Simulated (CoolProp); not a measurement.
Vapour-liquid equilibrium of nitrogen (1) + carbon monoxide (2) at 77.4 K; x and y are mole fractions of (1).

Values from CoolProp's multi-fluid Helmholtz-energy mixture model, Span 2000 and Lemmon 2006; pair parameters Gernert 2013.

| x | bubble pressure (kPa) | y at the bubble point | dew pressure at overall composition x (kPa) | liquid density (mol/L) |
|---|---|---|---|---|
| 0.05 | 63.21 | 0.086 | (withheld) | 28.95 |
| 0.15 | 68.09 | 0.238 | (withheld) | (withheld) |
| 0.25 | 72.84 | (withheld) | 68.49 | 28.88 |
| 0.35 | 77.41 | 0.482 | 72.12 | 28.85 |
| 0.45 | 81.77 | 0.581 | 76.09 | 28.82 |
| 0.55 | (withheld) | 0.669 | 80.39 | 28.80 |
| 0.65 | 89.82 | 0.749 | (withheld) | 28.78 |
| 0.75 | 93.51 | 0.823 | (withheld) | 28.77 |
| 0.85 | 96.99 | 0.895 | (withheld) | 28.76 |
| 0.95 | 100.3 | 0.965 | 99.61 | 28.76 |

Task: Fill in the missing entries.

Result: 
- 0.05, dew pressure at overall composition x (kPa): 62.16
- 0.15, dew pressure at overall composition x (kPa): 65.18
- 0.15, liquid density (mol/L): 28.91
- 0.25, y at the bubble point: 0.369
- 0.55, bubble pressure (kPa): 85.91
- 0.65, dew pressure at overall composition x (kPa): 85.02
- 0.75, dew pressure at overall composition x (kPa): 89.88
- 0.85, dew pressure at overall composition x (kPa): 94.82

No azeotrope shows between x = 0.05 and 0.95.

The pair parameters rest on a limited set of measurements; away from them the model extrapolates.
